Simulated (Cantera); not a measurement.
## Reactions in the system B-Cl-F-H

Source: NASA polynomial tables (part measured, part estimated), evaluated in Cantera. Values are per mole of reaction as written; species without (g) are pure solids or liquids, kept so even where they would boil at 1 bar.

2 BCl₃(g) + 6 HF(g) → 3 H₂(g) + 3 Cl₂(g) + 2 BF₃(g)

| T (K) | ΔH° (kJ) | ΔS° (J/K) | ΔG° (kJ) | log10 K |
|---|---|---|---|---|
| 300 | 169.9 | -53.1 | 185.8 | -32.35 |
| 2323 | 190.7 | -38.1 | 279.3 | -6.28 |
| 2423 | 191.9 | -37.6 | 283.1 | -6.10 |
| 2523 | 193.3 | -37.1 | 286.8 | -5.94 |
| 2623 | 194.6 | -36.5 | 290.5 | -5.78 |
| 2723 | 196.1 | -36.0 | 294.1 | -5.64 |
| 2823 | 197.5 | -35.5 | 297.7 | -5.51 |

B + 3 HF(g) + 3 Cl(g) → BF₃(g) + 3 HCl(g)

```json
[
 {"T (K)": "300", "ΔH° (kJ)": "-958.9", "ΔS° (J/K)": "-207.8", "ΔG° (kJ)": "-896.5", "log10 K": "156.09", "condensed phases": "B(s)"},
 {"T (K)": "2323", "ΔH° (kJ)": "-983.3", "ΔS° (J/K)": "-240.3", "ΔG° (kJ)": "-425.1", "log10 K": "9.56", "condensed phases": "B(s)"},
 {"T (K)": "2423", "ΔH° (kJ)": "-1034.5", "ΔS° (J/K)": "-262.0", "ΔG° (kJ)": "-399.5", "log10 K": "8.61", "condensed phases": "B(l)"},
 {"T (K)": "2523", "ΔH° (kJ)": "-1035.4", "ΔS° (J/K)": "-262.4", "ΔG° (kJ)": "-373.3", "log10 K": "7.73", "condensed phases": "B(l)"},
 {"T (K)": "2623", "ΔH° (kJ)": "-1036.3", "ΔS° (J/K)": "-262.8", "ΔG° (kJ)": "-347.0", "log10 K": "6.91", "condensed phases": "B(l)"},
 {"T (K)": "2723", "ΔH° (kJ)": "-1037.3", "ΔS° (J/K)": "-263.1", "ΔG° (kJ)": "-320.7", "log10 K": "6.15", "condensed phases": "B(l)"},
 {"T (K)": "2823", "ΔH° (kJ)": "-1038.2", "ΔS° (J/K)": "-263.5", "ΔG° (kJ)": "-294.4", "log10 K": "5.45", "condensed phases": "B(l)"}
]
```
